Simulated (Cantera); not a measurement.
A perfectly stirred reactor is fed with 14.3 % CH4, 0.502 % C2H6, 17.9 % O2, 67.2 % N2, at 975 Torr; it is adiabatic with a 425 K inlet, and is followed from long to short residence time, starting on the burning branch (τ in s: 0.23, 0.092, 0.037, 0.015, 0.0061, 0.0025, 0.001, 0.00041, 0.00017, 6.7e-05, 2.7e-05, 1.1e-05).

Model: GRI-Mech 3.0 (53 species, 325 reactions), integrated in Cantera.

Q: Predict: blow-out, bracketed by the residence times tried; x(CH4) at τ = 0.230 s; x(C2H6) at τ = 0.230 s; x(O2) at τ = 0.230 s; x(HCN) at τ = 0.230 s; x(HO2) at τ = 0.230 s; x(CH4) at τ = 1.00 ms; x(C2H6) at τ = 1.00 ms; x(O2) at τ = 1.00 ms.

A: 
| Property | Value |
|---|---|
| blow-out, bracketed by the residence times tried | burning at 2.50 ms, out at 1.00 ms |
| x(CH4) at τ = 0.230 s | 0.00347 |
| x(C2H6) at τ = 0.230 s | 1.49e-6 |
| x(O2) at τ = 0.230 s | 0.000187 |
| x(HCN) at τ = 0.230 s | 3.53e-5 |
| x(HO2) at τ = 0.230 s | 3.37e-8 |
| x(CH4) at τ = 1.00 ms | 0.143 |
| x(C2H6) at τ = 1.00 ms | 0.00502 |
| x(O2) at τ = 1.00 ms | 0.179 |
